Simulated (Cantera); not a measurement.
Input: 1 mol PbO, 1.3 mol CO, 6.4 mol H₂, at 6980 Torr.

These are equilibrium values from Cantera (NASA tables, ideal gas, pure condensed phases), not measurements of a reactor. Candidate condensed phases: C, C₆H₆, C₇H₈, C₈H₁₈, H₂O, Pb, PbO, PbO₂, Pb₃O₄; 113 gas species. Gases not in the tables: (PbO)n polymers. Kinetics and transport are ignored. All values below are at 2450 K.

Base state: H₂ 0.621, CO 0.145, Pb 0.114, H₂O 0.110, H 0.00519, CO₂ 0.00423, PbO 0.000350, Pb₂ 0.000280 (mole fractions); condensed: gas only.

Q: What changes in the equilibrium state with this change: PbO replaced by MgO?

A: 
| species | before | after |
|---|---|---|
| H₂ | 0.621 | 0.796 |
| CO | 0.145 | 0.165 |
| H₂O | 0.110 | 0.0156 |
| Pb | 0.114 | 0 |
| Mg | 0 | 0.0153 |
| MgH | 0 | 0.000812 |
| PbO | 0.000350 | 0 |
| Pb₂ | 0.000280 | 0 |
| MgOH | 0 | 0.000271 |
| Mg(OH)₂ | 0 | 1.14e-5 |
| MgO(s), mol | 0 | 0.871 |
The tables' values for MgH are old estimates; treat these amounts as uncertain. Further candidate phases: Mg, MgCO₃, MgO, Mg(OH)₂.
